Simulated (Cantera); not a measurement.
A closed system holds: 1 mol SiHCl3, 0.22 mol N2, 35 mol H2, equilibrated at 540 Torr.

Cantera equilibrium calculation (NASA polynomials, part measured and part estimated; ideal gas, pure solids and liquids). Candidate condensed phases: NH4Cl, Si, Si3N4; 28 gas species. N2 is the only nitrogen source here; it is nearly inert below about 1500 K, so the nitride shown seldom forms there in practice. Mutual solubility and eutectic melting of coexisting phases are not modelled. Gases not in the tables: Si2H6 and higher silanes. Kinetics and transport are ignored.

**Question.** Which condensed phases are stable at each of these points (T (K)): 700, 850, 1000, 1150, 1300, 1450, 1600, 1750, 1900, 2050?

**Answer.** 
| T (K) | condensed phases | Si condensed (%) |
|---|---|---|
| 700 | Si3N4(s) | 33.0 |
| 850 | Si3N4(s) | 33.0 |
| 1000 | Si3N4(s) | 33.0 |
| 1150 | Si3N4(s) | 33.0 |
| 1300 | Si(s) + Si3N4(s) | 46.5 |
| 1450 | Si(s) + Si3N4(s) | 53.4 |
| 1600 | Si(s) + Si3N4(s) | 53.9 |
| 1750 | Si(l) + Si3N4(s) | 55.6 |
| 1900 | Si(l) | 60.4 |
| 2050 | Si(l) | 63.4 |

From 700 K to 1150 K the condensed part is Si3N4(s). From 1300 K to 1600 K the condensed part is Si(s) + Si3N4(s). At 1750 K the condensed part is Si(l) + Si3N4(s). From 1900 K to 2050 K the condensed part is Si(l).
